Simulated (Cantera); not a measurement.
# Thermodynamics of roasting and sulfation, feed MgCO3 + H2S + CO2

Charge: 1 mol MgCO3, 4.7 mol H2S, 6.1 mol CO2, held at 13300 Pa.

Equilibrium computed with Cantera from the NASA thermochemical tables; the gas is ideal and each condensed phase is pure. Candidate condensed phases: C, C6H6, C7H8, C8H18, H2O, H2SO4, Mg, MgCO3, MgO, Mg(OH)2, MgS, MgSO4, S; 130 gas species. Gases not in the tables: S3 to S7. Kinetics and transport are ignored.

From 627 °C to 1227 °C the condensed part is MgO(s).

```csv
T (°C),log p CO2,log p H2S,log p CO,log p H2O,log p S2,log p H2,log p COS,log p SO2,n MgO(s)
627,-1.16,-1.39,-2.30,-2.03,-2.48,-2.80,-2.38,-5.51,1.00
727,-1.20,-1.47,-2.00,-1.87,-2.19,-2.51,-2.46,-4.86,1.00
827,-1.25,-1.59,-1.81,-1.74,-1.99,-2.30,-2.59,-4.29,1.00
927,-1.31,-1.74,-1.68,-1.65,-1.86,-2.16,-2.76,-3.79,1.00
1027,-1.36,-1.92,-1.59,-1.59,-1.79,-2.07,-2.93,-3.35,1.00
1127,-1.41,-2.10,-1.53,-1.56,-1.75,-2.01,-3.11,-2.98,1.00
1227,-1.46,-2.28,-1.48,-1.54,-1.74,-1.97,-3.27,-2.67,1.000
```
log p: log10 of the partial pressure in bar; n: condensed amount in mol.
